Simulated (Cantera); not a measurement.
# Reactions in the system F-Pb-S

Source: NASA polynomial tables (part measured, part estimated), evaluated in Cantera. Values are per mole of reaction as written; species without (g) are pure solids or liquids, kept so even where they would boil at 1 bar.

Pb(g) + SF4(g) = 4 F(g) + PbS

```csv
T (K),ΔH° (kJ),ΔS° (J/K),ΔG° (kJ),log10 K
598,796.1,272.8,633.0,-55.29
648,797.2,274.5,619.3,-49.92
698,798.1,275.9,605.5,-45.31
748,799.1,277.2,591.7,-41.32
798,800.0,278.4,577.8,-37.82
848,800.8,279.5,563.9,-34.73
898,801.7,280.5,549.9,-31.98
948,802.6,281.4,535.8,-29.52
998,803.4,282.2,521.7,-27.31
1048,804.2,283.1,507.6,-25.30
1098,805.1,283.8,493.4,-23.47
```

PbS(g) + 6 F(g) = SF4(g) + PbF2

```
T (K)  ΔH° (kJ)  ΔS° (J/K)  ΔG° (kJ)  log10 K
-----  --------  ---------  --------  -------
598     -2047.5     -791.8   -1574.0   137.48
648     -2044.9     -787.8   -1534.5   123.69
698     -2041.5     -782.7   -1495.2   111.89
748     -2038.2     -778.1   -1456.2   101.69
798     -2035.5     -774.6   -1417.4    92.77
848     -2033.4     -772.0   -1378.7    84.92
898     -2031.8     -770.2   -1340.2    77.95
948     -2030.5     -768.8   -1301.7    71.72
998     -2029.0     -767.3   -1263.3    66.12
1048    -2027.9     -766.2   -1225.0    61.05
1098    -2026.9     -765.3   -1186.7    56.45
```

SF6(g) + 4 Pb(g) = 3 PbF2 + PbS

```tsv
T (K)	ΔH° (kJ)	ΔS° (J/K)	ΔG° (kJ)	log10 K
598	-1660.6	-498.5	-1362.5	119.01
648	-1651.0	-483.2	-1337.9	107.84
698	-1639.2	-465.7	-1314.2	98.34
748	-1627.9	-450.0	-1291.3	90.17
798	-1618.5	-437.8	-1269.1	83.07
848	-1611.3	-429.1	-1247.5	76.84
898	-1605.9	-422.9	-1226.2	71.32
948	-1601.4	-417.9	-1205.2	66.40
998	-1596.5	-413.0	-1184.4	61.99
1048	-1592.9	-409.4	-1163.8	58.01
1098	-1589.6	-406.4	-1143.4	54.39
```
